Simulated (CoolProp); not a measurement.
Oxygen along the isotherm 146.8 K: density (kg/m³) from the reference equation and from simpler models built on Tc = 154.6 K, pc = 5046 kPa, ω = 0.022; each cubic takes its own stable root.

Computed with CoolProp (reference Helmholtz-energy equation of state, Schmidt 1985).

| p (kPa) | phase | reference |
|---|---|---|
| 3360 | gas | 137.5 |
| 6730 | liquid | 801.1 |
| 10100 | liquid | 842.7 |
| 13500 | liquid | 872.5 |
| 16800 | liquid | 895.6 |
| 20200 | liquid | 915.6 |
| 23500 | liquid | 932.4 |
| 26900 | liquid | 947.9 |
| 30300 | liquid | 961.8 |
| 33600 | liquid | 974.2 |
| 37000 | liquid | 986.0 |
| 40400 | liquid | 997.0 |
| 43700 | liquid | 1007 |
| 47100 | liquid | 1017 |
| 50500 | liquid | 1026 |

How far does each simpler model (van der Waals, Redlich-Kwong, Soave-Redlich-Kwong, Peng-Robinson) lie from the reference over these 15 states: mean and median of the absolute difference, and the worst?


- van der Waals: mean 23.5 %, median 24.0 %, worst -28.1 % at 146.8 K and 6730 kPa
- Redlich-Kwong: mean 1.8 %, median 0.8 %, worst -7.8 % at 146.8 K and 6730 kPa
- Soave-Redlich-Kwong: mean 1.8 %, median 0.8 %, worst -7.8 % at 146.8 K and 6730 kPa
- Peng-Robinson: mean 9.5 %, median 10.8 %, worst +12.4 % at 146.8 K and 50500 kPa
